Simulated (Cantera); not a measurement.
A perfectly stirred reactor is fed with 6.96 % CH₄, 19.4 % O₂, 72.4 % N₂, 1.25 % H₂, at 4.20 bar; it is adiabatic with a 725 K inlet, and is followed from long to short residence time, starting on the burning branch (τ in s: 0.19, 0.078, 0.032, 0.013, 0.0052, 0.0021, 0.00086, 0.00035, 0.00014, 5.8e-05).

Model: GRI-Mech 3.0 (53 species, 325 reactions), integrated in Cantera.

Problem. Predict: blow-out, bracketed by the residence times tried; x(CH₄) at τ = 0.190 s; x(O₂) at τ = 0.190 s; x(NO₂) at τ = 0.190 s; x(N₂O) at τ = 0.190 s; x(CH₄) at τ = 2.10 ms; x(O₂) at τ = 2.10 ms; x(NO₂) at τ = 2.10 ms; x(N₂O) at τ = 2.10 ms; x(C₂H₂) at τ = 2.10 ms.

Solution. 
| Quantity | Result |
|---|---|
| blow-out, bracketed by the residence times tried | burning at 58.0 µs, the shortest tried |
| x(CH₄) at τ = 0.190 s | 3.99e-7 |
| x(O₂) at τ = 0.190 s | 0.0460 |
| x(NO₂) at τ = 0.190 s | 4.95e-6 |
| x(N₂O) at τ = 0.190 s | 6.92e-7 |
| x(CH₄) at τ = 2.10 ms | 2.48e-5 |
| x(O₂) at τ = 2.10 ms | 0.0486 |
| x(NO₂) at τ = 2.10 ms | 3.87e-7 |
| x(N₂O) at τ = 2.10 ms | 9.06e-7 |
| x(C₂H₂) at τ = 2.10 ms | 6.47e-9 |
